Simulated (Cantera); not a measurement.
An isothermal, constant-pressure homogeneous reactor starts with CH4 : H2 : CO2 = 0.0049 : 1 : 0.01 (molar parts), at 2700 K and 17.3 Torr. Integrator tolerance rtol = 1e-08.

Detailed kinetics in Cantera: GRI-Mech 3.0 (53 species, 325 reactions). Radical loss at walls, strong at low pressure, is not modelled.

**Question.** What does this change do: temperature 2700 to 2050 K?

**Answer.** 
```json
[
 {"quantity": "x(CH4) at 1.00 s", "before": "<1e-12 (gas-phase equilibrium <1e-12)", "after": "0.000153 (gas-phase equilibrium 4.95e-11)"},
 {"quantity": "x(H2) at 1.00 s", "before": "0.674 (gas-phase equilibrium 0.674)", "after": "0.966 (gas-phase equilibrium 0.966)"},
 {"quantity": "x(CO2) at 1.00 s", "before": "9.87e-6 (gas-phase equilibrium 9.87e-6)", "after": "1.87e-5 (gas-phase equilibrium 1.54e-5)"},
 {"quantity": "x(H2O) at 1.00 s", "before": "0.00364 (gas-phase equilibrium 0.00364)", "after": "0.00690 (gas-phase equilibrium 0.00492)"},
 {"quantity": "x(CO) at 1.00 s", "before": "0.0123 (gas-phase equilibrium 0.0123)", "after": "0.0125 (gas-phase equilibrium 0.0144)"},
 {"quantity": "x(C2H6) at 1.00 s", "before": "<1e-12 (gas-phase equilibrium <1e-12)", "after": "3.07e-10 (gas-phase equilibrium <1e-12)"},
 {"quantity": "x(O2) at 1.00 s", "before": "2.74e-7 (gas-phase equilibrium 2.74e-7)", "after": "3.39e-10 (gas-phase equilibrium 1.99e-10)"}
]
```
